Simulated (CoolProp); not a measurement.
Vapour-liquid equilibrium of propylene (1) + R152A (2) at 229.4 K; x and y are mole fractions of (1).

The numbers come from the multi-fluid Helmholtz-energy mixture model, Lemmon 2013 and Outcalt 1996; pair parameters Bell 2016 in CoolProp.

**Question.** Give the bubble pressure and the first vapour's composition at x = 0.2, 0.575, 0.875. Is there an azeotrope?

**Answer.** x = 0.2: 0.08162 MPa, y = 0.598; x = 0.575: 0.1114 MPa, y = 0.782; x = 0.875: 0.1203 MPa, y = 0.895. y crosses x between x = 0.875 and 0.95: the model has an azeotrope there.

The pair parameters rest on a limited set of measurements; away from them the model extrapolates.
